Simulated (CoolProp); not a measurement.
CH2F2 (R32) along the isotherm 292.4 K: density (kg/m³) from the reference equation and from simpler models built on Tc = 351.3 K, pc = 5.783 MPa, ω = 0.277; each cubic takes its own stable root.

Values from CoolProp's reference Helmholtz-energy equation of state, Tillner-Roth 1997.

```tsv
p (MPa)	phase	reference	van der Waals	Redlich-Kwong	Soave-Redlich-Kwong	Peng-Robinson
0.723	gas	17.22	16.47	16.74	16.86	16.96
2.17	liquid	988.4	59.02	713.7	755.5	857.1
2.89	liquid	992.3	511.8	720.2	760.2	861.9
3.61	liquid	996.0	519.2	726.3	764.7	866.5
4.34	liquid	999.7	525.9	732.1	769.0	870.9
5.06	liquid	1003	531.9	737.5	773.1	875.1
5.78	liquid	1007	537.3	742.7	777.1	879.2
6.51	liquid	1010	542.4	747.7	781.0	883.2
7.23	liquid	1013	547.0	752.4	784.7	887.0
7.95	liquid	1016	551.3	756.8	788.2	890.6
8.67	liquid	1019	555.3	761.2	791.7	894.2
```

At some of these states van der Waals gives the other phase, because its saturation line lies elsewhere.
